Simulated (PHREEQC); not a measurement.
## Copper plating or etch bath (model solution)

Consider water at 25 °C with 0.011 mol CuCl2, 3.6e-05 mol H2SO4 and 0.00063 mol H3BO3 per kg of water. Closed to the air; pH follows from the charge balance.

Equilibrium calculation in PHREEQC: ion-association model, phreeqc.dat.

No solid was allowed to form.

Q: Predict the pH, specific conductance.

A: pH 4.19; specific conductance 2420 µS/cm.

Q: In which forms is Cl present?

A: Cl- 98 %, CuCl+ 1.5 % of the Cl.

Species that the database lacks are ignored.
